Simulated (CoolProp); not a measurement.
Computed with CoolProp (reference Helmholtz-energy equation of state, Tillner-Roth 1997).

**Question.** Give the vapour pressure (MPa), vapour density (kg/m³), enthalpy of vaporisation (kJ/kg) of saturated CH2F2 (R32) at 280.7 K.

**Answer.** 
| T (K) | p (MPa) | vapour density (kg/m³) | enthalpy of vaporisation (kJ/kg) |
|---|---|---|---|
| 280.7 | 1.03 | 28.0 | 303 |
